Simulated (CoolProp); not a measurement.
Vapour pressure (kPa) of R227EA: the reference equation beside estimates from Tc = 101.8 °C, pc = 2925 kPa, ω = 0.358. Clausius-Clapeyron is anchored at -18.35 °C with a constant enthalpy of vaporisation of 22.55 kJ/mol.

Values from CoolProp's reference Helmholtz-energy equation of state, Lemmon 2016.

```csv
T (°C),reference,Lee-Kesler,Clausius-Clapeyron,van der Waals,Redlich-Kwong,Soave-Redlich-Kwong,Peng-Robinson
-24.85,69.10,68.75,70.25,439.5,157.5,68.82,69.35
-18.35,92.82,92.60,92.82,503.6,198.4,92.58,92.90
-11.85,122.5,122.5,121.0,573.6,246.6,122.4,122.4
-5.35,159.2,159.4,155.6,649.7,302.8,159.3,158.7
1.05,203.1,203.7,197.1,730.8,366.5,203.6,202.3
7.55,256.8,257.7,247.9,819.5,440.4,257.8,255.6
14.05,320.6,321.9,308.5,914.9,524.2,322.4,319.1
20.55,395.9,397.5,380.1,1017,618.6,398.7,394.1
27.05,483.9,485.7,464.3,1126,724.2,488.1,482.0
33.55,586.0,587.8,562.3,1243,841.6,591.9,584.0
40.05,703.4,705.1,675.5,1366,971.4,711.4,701.8
46.45,835.5,836.9,803.5,1495,1112,845.9,834.5
52.95,987.9,988.8,951.6,1633,1268,1001,988.0
59.45,1160,1161,1119,1780,1438,1177,1162
```

Absolute difference from the reference over all 14 rows, mean and median: Lee-Kesler 0.3 and 0.3 %, Clausius-Clapeyron 3.0 and 3.6 %, van der Waals 215.2 and 171.1 %, Redlich-Kwong 65.8 and 59.9 %, Soave-Redlich-Kwong 0.7 and 0.6 %, Peng-Robinson 0.3 and 0.3 %.
